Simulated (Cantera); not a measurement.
Feed: 1 mol Al(CH3)3, 52 mol N2, equilibrated at 402 °C and 0.220 bar.

Method: chemical equilibrium by Gibbs-energy minimisation in Cantera with the NASA 1993 tables (ideal gas, pure condensed phases). Candidate condensed phases: Al, AlN, C, C6H6, C7H8, C8H18; 97 gas species. The feed counts by its element totals alone. Kinetics and transport are ignored.

Base state: N2 0.930, H2 0.0589, CH4 0.0111, NH3 3.97e-5 (mole fractions); condensed: AlN(s) + C(graphite).

Task: What changes in the equilibrium state with this change: temperature from 402 °C to 1750 °C?

Result: 
```json
[
 {"species": "N2", "before": "0.930", "after": "0.917"},
 {"species": "H2", "before": "0.0589", "after": "0.0774"},
 {"species": "HCN", "before": "<1e-9", "after": "0.00430"},
 {"species": "CH4", "before": "0.0111", "after": "5.26e-7"},
 {"species": "Al", "before": "<1e-9", "after": "0.000321"},
 {"species": "H", "before": "<1e-9", "after": "0.00113"},
 {"species": "HNC", "before": "<1e-9", "after": "0.000255"},
 {"species": "C2H2 (acetylene)", "before": "<1e-9", "after": "6.92e-5"},
 {"species": "AlH", "before": "<1e-9", "after": "1.11e-5"},
 {"species": "AlN(s), mol", "before": "1.00", "after": "0.981"},
 {"species": "C(graphite), mol", "before": "2.38", "after": "2.74"}
]
```

Task: What changes in the equilibrium state with this change: Al(CH3)3 replaced by Al?

Result: 
```tsv
species	before	after
N2	0.930	1.00
H2	0.0589	0
CH4	0.0111	0
NH3	3.97e-5	0
AlN(s), mol	1.00	1.00
C(graphite), mol	2.38	0
```
